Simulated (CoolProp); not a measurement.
Vapour-liquid equilibrium of propane (1) + R152A (2) at 269 K; x and y are mole fractions of (1).

Values from CoolProp's multi-fluid Helmholtz-energy mixture model, Lemmon 2009 and Outcalt 1996; pair parameters Bell 2016.

```csv
x,bubble pressure (MPa),y at the bubble point,dew pressure at overall composition x (MPa),liquid density (mol/L)
0.05,0.2792,0.213,0.2375,14.45
0.15,0.3545,0.420,(withheld),14.05
0.25,0.4015,0.521,0.2906,13.68
0.35,0.4303,0.581,0.3256,13.34
0.45,0.4481,0.623,0.3677,13.04
0.55,0.4592,0.659,0.4155,12.78
0.65,0.4657,0.695,0.4569,12.56
0.75,0.4673,0.739,(withheld),12.38
0.85,0.4609,0.803,0.4524,12.24
0.95,0.4387,(withheld),0.4295,12.15
```

Problem. What belongs in the gaps?

Solution. 
- 0.15, dew pressure at overall composition x (MPa): 0.2616
- 0.75, dew pressure at overall composition x (MPa): 0.4668
- 0.95, y at the bubble point: 0.912

y crosses x between x = 0.65 and 0.75: the model has an azeotrope there.

The pair parameters rest on a limited set of measurements; away from them the model extrapolates.
